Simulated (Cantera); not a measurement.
A Cantera script and its output.

```python
import numpy as np
import cantera as ct

gas = ct.Solution("gri30.yaml")
gas.TPX = 1200, 1333, {'H2': 0.042, 'O2': 1}
inlet = ct.Reservoir(gas, clone=True)

reactor = ct.IdealGasConstPressureReactor(gas, energy="off", clone=False)
exhaust = ct.Reservoir(gas, clone=True)
tau = [3.7, 1, 0.3, 0.085, 0.024, 0.0069, 0.002][0]
for a, b in ((inlet, reactor), (reactor, exhaust)):
    ct.MassFlowController(a, b, mdot=lambda t: reactor.mass / tau)
net = ct.ReactorNet([reactor])
show = ['H2', 'O2', 'O', 'H', 'HO2', 'OH', 'H2O']

rows = []
print(f"{'tau/s':>10s}{'T/K':>9s}" + "".join(f"{s:>11s}" for s in show))
for tau in [3.7, 1, 0.3, 0.085, 0.024, 0.0069, 0.002]:
    net.initial_time = 0.0
    net.advance(30 * tau)
    before = gas.X
    net.advance(40 * tau)
    drift = np.max(np.abs(gas.X - before) / (gas.X + 1e-9))
    rows.append([gas.T, *gas[show].X, drift])
    print(f"{tau:10.3e}{gas.T:9.1f}" + "".join(f"{x:11.3e}" for x in gas[show].X))
```

It prints:

```
     tau/s      T/K         H2         O2          O          H        HO2         OH        H2O
 3.700e+00   1200.0  6.629e-05  9.572e-01  1.355e-03  5.965e-05  8.427e-07  6.608e-04  4.067e-02
 1.000e+00   1200.0  1.446e-04  9.552e-01  3.104e-03  2.091e-04  1.327e-06  1.009e-03  4.030e-02
 3.000e-01   1200.0  2.907e-04  9.517e-01  6.321e-03  6.203e-04  1.862e-06  1.464e-03  3.963e-02
 8.500e-02   1200.0  5.922e-04  9.454e-01  1.192e-02  1.676e-03  2.425e-06  2.079e-03  3.833e-02
 2.400e-02   1200.0  1.220e-03  9.379e-01  1.833e-02  3.517e-03  2.888e-06  2.795e-03  3.622e-02
 6.900e-03   1200.0  2.732e-03  9.336e-01  2.142e-02  5.470e-03  3.229e-06  3.631e-03  3.315e-02
 2.000e-03   1200.0  6.812e-03  9.348e-01  1.928e-02  6.583e-03  3.415e-06  4.594e-03  2.795e-02
```

Computed with Cantera and GRI-Mech 3.0 (53 species, 325 reactions). Radical loss at walls, strong at low pressure, is not modelled. The temperature is held fixed by assumption; the heat of reaction is taken as removed at once.
